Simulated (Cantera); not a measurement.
# Equilibrium for thermal oxidation and active oxidation of silicon: Si + N2O + H2

Feed: 1 mol Si, 0.064 mol N2O, 850 mol H2, equilibrated at 0.00260 bar.

Cantera equilibrium calculation (NASA polynomials, part measured and part estimated; ideal gas, pure solids and liquids). Candidate condensed phases: H2O, Si, SiO2, Si2N2O, Si3N4; 35 gas species. Mutual solubility and eutectic melting of coexisting phases are not modelled. Gases not in the tables: Si2H6 and higher silanes. Kinetics and transport are ignored.

| T (°C) | x H2 | x H | x Si | x N2 | n Si(s) | n Si2N2O(s) | n Si(l) |
|---|---|---|---|---|---|---|---|
| 627 | 1.00 | 2.29e-9 | <1e-12 | <1e-12 | 0.872 | 0.0640 | 0 |
| 727 | 1.00 | 4.45e-8 | <1e-12 | 1.42e-10 | 0.872 | 0.0640 | 0 |
| 827 | 1.000 | 5.07e-7 | 9.09e-12 | 1.39e-8 | 0.872 | 0.0640 | 0 |
| 927 | 1.000 | 3.87e-6 | 5.34e-10 | 6.18e-7 | 0.873 | 0.0635 | 0 |
| 1027 | 1.000 | 2.17e-5 | 1.67e-8 | 1.51e-5 | 0.885 | 0.0511 | 0 |
| 1127 | 1.000 | 9.54e-5 | 3.17e-7 | 7.53e-5 | 0.935 | 0 | 0 |
| 1227 | 0.999 | 0.000345 | 4.05e-6 | 7.53e-5 | 0.931 | 0 | 0 |
| 1327 | 0.999 | 0.00107 | 3.75e-5 | 7.52e-5 | 0.896 | 0 | 0 |
| 1427 | 0.997 | 0.00288 | 0.000261 | 7.51e-5 | 0 | 0 | 0.681 |
| 1527 | 0.992 | 0.00699 | 0.00100 | 7.47e-5 | 0 | 0 | 0 |
| 1627 | 0.983 | 0.0154 | 0.00103 | 7.45e-5 | 0 | 0 | 0 |
| 1727 | 0.967 | 0.0314 | 0.00104 | 7.40e-5 | 0 | 0 | 0 |
| 1827 | 0.940 | 0.0592 | 0.00104 | 7.29e-5 | 0 | 0 | 0 |
| 1927 | 0.894 | 0.104 | 0.00102 | 7.12e-5 | 0 | 0 | 0 |
x: gas mole fraction; n: condensed amount in mol.

From 627 °C to 1027 °C the condensed part is Si(s) + Si2N2O(s). From 1127 °C to 1327 °C the condensed part is Si(s). At 1427 °C the condensed part is Si(l). From 1527 °C to 1927 °C nothing is condensed.
